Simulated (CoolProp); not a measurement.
Model: reference Helmholtz-energy equation of state, Lemmon 2003, in CoolProp. It is a pseudo-pure fit of the blend.

Q: For R410A, give the phase and the speed of sound (m/s), Prandtl number at -58.05 °C and 4830 kPa; 89.65 °C and 15.2 kPa; 177.95 °C and 35.4 kPa.

A: 
- -58.05 °C and 4830 kPa: liquid; speed of sound 883, Prandtl number 3.28
- 89.65 °C and 15.2 kPa: gas; speed of sound 218, Prandtl number 0.791
- 177.95 °C and 35.4 kPa: gas; speed of sound 241, Prandtl number 0.814

Viscosity comes from a separate model (Geller 2000). Thermal conductivity comes from a separate model (Geller 2001).
